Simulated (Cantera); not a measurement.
# Low-pressure radical oxidation in H2/O2

An isothermal, constant-pressure homogeneous reactor starts with H₂ : O₂ : N₂ = 0.25 : 1 : 1.6 (molar parts), at 925 K and 1330 Pa.

Cantera simulation using the H2/O2 subset of GRI-Mech 3.0, which has no nitrogen chemistry; the numbers are that mechanism's predictions, not measurements. Radical loss at walls, strong at low pressure, is not modelled. Below about 950 K walls govern HO2 and H2O2 in real vessels. The temperature is held fixed by assumption; the heat of reaction is taken as removed at once.

```json
[
 {"t (s)": "0.000700", "x H₂": "0.0877", "x O₂": "0.351", "x H₂O₂": "<1e-12", "x OH": "3.40e-12", "x H": "2.74e-11", "x H₂O": "1.41e-11"},
 {"t (s)": "0.00145", "x H₂": "0.0877", "x O₂": "0.351", "x H₂O₂": "<1e-12", "x OH": "1.49e-11", "x H": "1.07e-10", "x H₂O": "1.07e-10"},
 {"t (s)": "0.00300", "x H₂": "0.0877", "x O₂": "0.351", "x H₂O₂": "<1e-12", "x OH": "1.73e-10", "x H": "1.20e-9", "x H₂O": "1.67e-9"},
 {"t (s)": "0.00621", "x H₂": "0.0877", "x O₂": "0.351", "x H₂O₂": "1.44e-12", "x OH": "2.17e-8", "x H": "1.49e-7", "x H₂O": "2.21e-7"},
 {"t (s)": "0.0129", "x H₂": "0.0820", "x O₂": "0.348", "x H₂O₂": "1.74e-8", "x OH": "0.000362", "x H": "0.00278", "x H₂O": "0.00413"},
 {"t (s)": "0.0266", "x H₂": "0.00373", "x O₂": "0.317", "x H₂O₂": "1.12e-7", "x OH": "0.00135", "x H": "0.0159", "x H₂O": "0.0777"},
 {"t (s)": "0.0552", "x H₂": "0.000847", "x O₂": "0.320", "x H₂O₂": "1.36e-7", "x OH": "0.000518", "x H": "0.00138", "x H₂O": "0.0897"},
 {"t (s)": "0.114", "x H₂": "0.000159", "x O₂": "0.321", "x H₂O₂": "1.12e-7", "x OH": "0.000162", "x H": "6.95e-5", "x H₂O": "0.0914"},
 {"t (s)": "0.236", "x H₂": "3.40e-5", "x O₂": "0.321", "x H₂O₂": "7.65e-8", "x OH": "6.52e-5", "x H": "5.19e-6", "x H₂O": "0.0917"},
 {"t (s)": "0.490", "x H₂": "7.73e-6", "x O₂": "0.321", "x H₂O₂": "4.49e-8", "x OH": "3.13e-5", "x H": "5.64e-7", "x H₂O": "0.0917"},
 {"t (s)": "1.01", "x H₂": "1.74e-6", "x O₂": "0.321", "x H₂O₂": "2.45e-8", "x OH": "1.64e-5", "x H": "7.87e-8", "x H₂O": "0.0917"},
 {"t (s)": "2.10", "x H₂": "3.90e-7", "x O₂": "0.321", "x H₂O₂": "1.31e-8", "x OH": "9.20e-6", "x H": "1.35e-8", "x H₂O": "0.0917"},
 {"t (s)": "4.35", "x H₂": "9.69e-8", "x O₂": "0.321", "x H₂O₂": "7.03e-9", "x OH": "5.46e-6", "x H": "2.78e-9", "x H₂O": "0.0917"},
 {"t (s)": "9.00", "x H₂": "2.96e-8", "x O₂": "0.321", "x H₂O₂": "3.82e-9", "x OH": "3.39e-6", "x H": "6.68e-10", "x H₂O": "0.0917"}
]
```
x: mole fraction; the columns are a selection and need not sum to one.

Equilibrium at this temperature and pressure: H₂ 1.10e-11, O₂ 0.321, H₂O₂ 5.99e-12, OH 7.42e-8, H <1e-12, H₂O 0.0917 (gas phase only).
